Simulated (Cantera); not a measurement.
Input: 1 mol Fe2O3, 3 mol CH4, 0.031 mol CO, held at 2127 °C and 1.00 Torr.

Method: chemical equilibrium by Gibbs-energy minimisation in Cantera with the NASA 1993 tables (ideal gas, pure condensed phases). Candidate condensed phases: C, C6H6, C7H8, C8H18, Fe, Fe(CO)5, FeO, Fe(OH)2, Fe(OH)3, Fe2O3, Fe3O4, H2O; 114 gas species. Rates play no part.

Base state: H2 0.346, H 0.256, CO 0.240, Fe 0.158 (mole fractions); condensed: gas only.

Task: What changes in the equilibrium state with this change: temperature from 2127 °C to 1777 °C?

Result: 
```csv
species,before,after
H2,0.346,0.510
CO,0.240,0.269
Fe,0.158,0.177
H,0.256,0.0444
```

Task: What changes in the equilibrium state with this change: temperature from 2127 °C to 2027 °C?

Result: 
```csv
species,before,after
H2,0.346,0.413
CO,0.240,0.251
H,0.256,0.170
Fe,0.158,0.166
```

Task: What changes in the equilibrium state with this change: pressure from 1.00 Torr to 6.98 Torr?

Result: 
```tsv
species	before	after
H2	0.346	0.458
CO	0.240	0.259
Fe	0.158	0.171
H	0.256	0.112
```
